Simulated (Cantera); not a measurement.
A closed system holds: 1 mol Al(CH₃)₃, 12 mol NH₃, 380 mol H₂.

These are equilibrium values from Cantera (NASA tables, ideal gas, pure condensed phases), not measurements of a reactor. Candidate condensed phases: Al, AlN, C, C₆H₆, C₇H₈, C₈H₁₈; 97 gas species. The feed counts by its element totals alone. Equilibrium is a limit: real reactors are often held back by kinetics, nucleation or transport.

Stable condensed phases, one row left out:

```
T in °C \ P in Pa
             10     37    140    520   1900   7200  27000 100000
   1225       A      A      A      A      A      A      A      A
   1175       A      A      A      A      A      A      A      A
   1125       A      A      A      A      A      A      A      A
   1075       A      A      A      A      A      A      A      A
   1025       A      A      A      A      A      A      A      B
    975       A      A      A      A      A      A      A      B
    925       A      A      A      A      A      A      A      B
    875       A      A      A      A      A      A      A      B
    825       A      A      A      A      A      A      B      B
    775       A      A      A      A      A      A      B      B
    675       A      A      A      A      A      B      B      B
    625       A      A      A      A      A      B      B      B
```

A: AlN + C; B: AlN.

Problem. Give the row for 725 °C.

Solution. 10: AlN + C; 37: AlN + C; 140: AlN + C; 520: AlN + C; 1900: AlN + C; 7200: AlN + C; 27000: AlN; 100000: AlN.
